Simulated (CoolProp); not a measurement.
Saturation properties of carbonyl sulfide.

Model: reference Helmholtz-energy equation of state, Lemmon 2006, in CoolProp. It is a short technical equation, of lower accuracy than the large ones.

```
T (°C)  p (kPa)  liquid density (kg/m³)  vapour density (kg/m³)  liquid cp (kJ/(kg K))  surface tension (mN/m)
------  -------  ----------------------  ----------------------  ---------------------  ----------------------
-47.75    113.2                    1169                   3.742                  1.184                    20.3
-44.05    133.4                    1161                   4.356                  1.189                    19.6
-40.35    156.3                    1153                   5.045                  1.194                    18.9
-36.75    181.4                    1145                   5.791                  1.199                    18.3
-33.05    210.3                    1137                   6.643                  1.204                    17.6
-29.45    241.7                    1129                   7.561                  1.210                    17.0
-25.75    277.6                    1120                   8.601                  1.217                    16.3
-22.05    317.4                    1112                   9.747                  1.224                    15.7
-18.45    360.1                    1103                   10.97                  1.231                    15.1
-14.75    408.4                    1095                   12.35                  1.239                    14.4
```

It boils at -50.2 °C under 1 atm.

Surface tension comes from a separate correlation (Mulero 2012).
